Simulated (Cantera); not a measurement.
What does this Cantera script print?

```python
import numpy as np
import cantera as ct

gas_names = [...]  # 109 gases of nasa_gas.yaml made of C, Cl, H, Si
cond_names = """
    C(gr) C6H6(L) C7H8(L) C8H18(L),n-octa Si(cr) Si(L) SiC(b)
""".split()


# ... load() reads the species with a 1 bar reference pressure and builds the phases ...
atoms = {
    'CH3SiCl3': {'C': 1, 'H': 3, 'Si': 1, 'CL': 3},
    'C3H8': {'C': 3, 'H': 8},
    'H2': {'H': 2},
}
top_T = {'C(gr)': 4500, 'SiC(b)': 3050}  # K; cautious upper limits of use, not melting points


# ... equilibrate(T, P, feed) seeds the gas with the atoms and calls Mixture.equilibrate('TP', solver="vcs", rtol=1e-11, max_steps=5000) ...
results = []
feed = {'CH3SiCl3': 1, 'C3H8': 0.021, 'H2': 160}  # mol
T = 2623  # K
P = 13332.2  # Pa
mix = equilibrate(T, P, feed)
results.append((T, P, feed, dict(zip(mix.species_names, mix.species_moles))))
print(gas.report(threshold=1e-06))
for i in range(1, mix.n_phases):
    print(f"{mix.phase(i).name:16s} {mix.phase_moles(i):12.5e} mol")
```

Result:

```
       temperature   2623 K
          pressure   13332 Pa
           density   0.0016669 kg/m^3
  mean mol. weight   2.7268 kg/kmol
   phase of matter   gas

                          1 kg             1 kmol
                     ---------------   ---------------
          enthalpy        3.5763e+07        9.7517e+07  J
   internal energy        2.7765e+07        7.5708e+07  J
           entropy             79301        2.1623e+05  J/K
    Gibbs function       -1.7224e+08       -4.6966e+08  J
 heat capacity c_p             12655             34508  J/K
 heat capacity c_v            9606.2             26194  J/K

                      mass frac. Y      mole frac. X     chem. pot. / RT
                     ---------------   ---------------   ---------------
                 C        1.1484e-05        2.6071e-06             -4.25
               CH2        1.5358e-05        2.9855e-06           -26.786
               CH3        6.1977e-05         1.124e-05           -38.054
               CH4        3.0565e-05        5.1951e-06           -49.322
               C2H        0.00027965        3.0465e-05           -19.768
    C2H2,acetylene          0.025522         0.0026727           -31.036
   C2H2,vinylidene        2.9551e-05        3.0947e-06           -31.036
                C3        2.2086e-05        1.6713e-06            -12.75
              C4H2        6.2715e-05         3.416e-06           -39.536
                CL          0.017795         0.0013687            -26.37
                 H          0.039704            0.1074           -11.268
               HCL           0.21119          0.015795           -37.638
                H2           0.64101           0.86701           -22.536
                Si          0.049096         0.0047667            -10.24
               SiC        2.4251e-05        1.6492e-06            -14.49
              SiC2         0.0057516        0.00030098            -18.74
              SiCL         0.0020543        8.8164e-05            -36.61
             SiCL2        0.00077943        2.1471e-05            -62.98
               SiH         0.0038222        0.00035824           -21.508
              SiH2        0.00083158         7.533e-05           -32.776
               Si2        0.00017355        8.4249e-06           -20.481
              Si2C         0.0016957        6.7816e-05           -24.731
     [  +87 minor]        3.1215e-05        2.4833e-06

C(gr)             0.00000e+00 mol
Si(L)             0.00000e+00 mol
SiC(b)            0.00000e+00 mol
```

Method: chemical equilibrium by Gibbs-energy minimisation in Cantera with the NASA 1993 tables (ideal gas, pure condensed phases). The feed counts by its element totals alone. The tables' values for SiCl are old estimates; treat these amounts as uncertain. Gases not in the tables: Si2H6 and higher silanes.
